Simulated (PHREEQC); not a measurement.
Solution A (0.0035 mol RbCl, 0.22 mol KHSO4 and 0.0001 mol K2CO3 per kg of water) is mixed with solution B (0.077 mol/kgw LiNO3) at 45 °C; shares are by mass of water, 1 kg in all. O2 is buffered at 0.21 atm. No CO2 enters from the air. Precipitation was switched off in this run.

The series has 11 steps of share of solution B, from 0 to 1.

Equilibrium calculation in PHREEQC: ion-association model, wateq4f.dat.

**Question.** Between which two steps does the pH jump most, and from what to what?

**Answer.** Between share of solution B = 0.9 and 1: from 1.96 to 6.69.

At this temperature some constants are extrapolated from 25 °C, and those without enthalpy data are left unchanged.
